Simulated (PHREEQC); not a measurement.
Dissolve 0.0026 mol K3PO4 per kg of water at 30 °C. Closed to the air; pH follows from the charge balance.

All values are PHREEQC results (ion-association model, phreeqc.dat), not measurements.

This is a speciation only: nothing precipitates in the calculation.

Task: Estimate the pH, ionic strength.

Result: pH 11.15; ionic strength 0.0109 mol/kgw.

Task: In which forms is P present?

Result: HPO4-2 88 %, PO4-3 11 %, KHPO4- 0.9 % of the P.

Species that the database lacks are ignored.
